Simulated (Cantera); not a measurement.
Cantera run, input and output.

```python
import numpy as np
import cantera as ct

gas = ct.Solution("gri30.yaml")
gas.TPX = 1825, 1700, {'CH4': 1, 'N2': 17}
reactor = ct.IdealGasConstPressureReactor(gas, energy="off", clone=False)
net = ct.ReactorNet([reactor])
net.rtol, net.atol = 1e-08, 1e-18
show = ['CH4', 'C2H6', 'H2', 'C2H2', 'HCN', 'C2H4']
times = np.geomspace(0.0006, 10, 15)

steps = ct.SolutionArray(gas, extra=["t"])
rows = []
print(f"{'t/s':>10s}{'T/K':>9s}{'P/Pa':>11s}" + "".join(f"{s:>11s}" for s in show))
for t in times:
    while net.time < t:
        t_next = net.step()
        steps.append(gas.state, t=t_next)
    rows.append([np.interp(t, steps.t, y) for y in (steps.T, steps.P, *steps(*show).X.T)])
    print(f"{t:10.3e}{rows[-1][0]:9.1f}{rows[-1][1]:11.4g}" + "".join(f"{x:11.3e}" for x in rows[-1][2:]))
rate = np.gradient(steps.T, steps.t)
print("integrator steps:", len(steps.t))
if steps.T.max() > steps.T[0] + 200:
    print(f"time of steepest temperature rise: {steps.t[rate.argmax()]:.4e} s")
gas.TPX = 1825, 1700, {'CH4': 1, 'N2': 17}
gas.equilibrate("TP")
print(f"equilibrium (TP): T = {gas.T:.1f} K  " + "  ".join(f"{s} {gas[s].X[0]:.3e}" for s in show))
```

Result:

```
       t/s      T/K       P/Pa        CH4       C2H6         H2       C2H2        HCN       C2H4
 6.000e-04   1825.0       1700  5.548e-02  4.616e-09  3.620e-05  7.085e-10  1.075e-12  8.085e-08
 1.201e-03   1825.0       1700  5.540e-02  2.810e-08  7.511e-05  1.294e-08  5.682e-12  7.089e-07
 2.406e-03   1825.0       1700  5.524e-02  1.454e-07  1.610e-04  2.222e-07  3.551e-11  5.863e-06
 4.818e-03   1825.0       1700  5.484e-02  6.576e-07  4.001e-04  3.689e-06  2.471e-10  4.609e-05
 9.647e-03   1825.0       1700  5.356e-02  2.624e-06  1.420e-03  6.037e-05  2.654e-09  3.316e-04
 1.932e-02   1825.0       1700  4.810e-02  7.637e-06  7.135e-03  9.127e-04  4.724e-08  1.716e-03
 3.868e-02   1825.0       1700  3.258e-02  8.153e-06  2.843e-02  7.500e-03  6.219e-07  2.490e-03
 7.746e-02   1825.0       1700  1.654e-02  2.917e-06  5.366e-02  1.730e-02  2.877e-06  6.271e-04
 1.551e-01   1825.0       1700  7.011e-03  7.399e-07  6.816e-02  2.258e-02  7.474e-06  1.228e-04
 3.106e-01   1825.0       1700  2.423e-03  1.386e-07  7.502e-02  2.501e-02  1.551e-05  2.028e-05
 6.220e-01   1825.0       1700  7.037e-04  1.880e-08  7.755e-02  2.591e-02  2.839e-05  3.130e-06
 1.245e+00   1825.0       1700  1.904e-04  2.051e-09  7.826e-02  2.617e-02  4.672e-05  9.583e-07
 2.494e+00   1825.0       1700  5.155e-05  1.985e-10  7.840e-02  2.624e-02  6.680e-05  7.181e-07
 4.994e+00   1825.0       1700  1.360e-05  1.605e-11  7.842e-02  2.625e-02  8.299e-05  6.890e-07
 1.000e+01   1825.0       1700  3.186e-06  1.186e-12  7.843e-02  2.625e-02  9.206e-05  6.856e-07
integrator steps: 1389
equilibrium (TP): T = 1825.0 K  CH4 1.296e-06  C2H6 2.065e-13  H2 7.843e-02  C2H2 5.215e-03  HCN 4.217e-02  C2H4 1.362e-07
```

Computed with Cantera and GRI-Mech 3.0 (53 species, 325 reactions). GRI-Mech 3.0 stops at C3 and has no aromatics, soot or wall deposition, so with more carbon than oxygen in the feed, carbon stays in small species such as C2H2 where larger ones or solid carbon would form. Radical loss at walls, strong at low pressure, is not modelled.
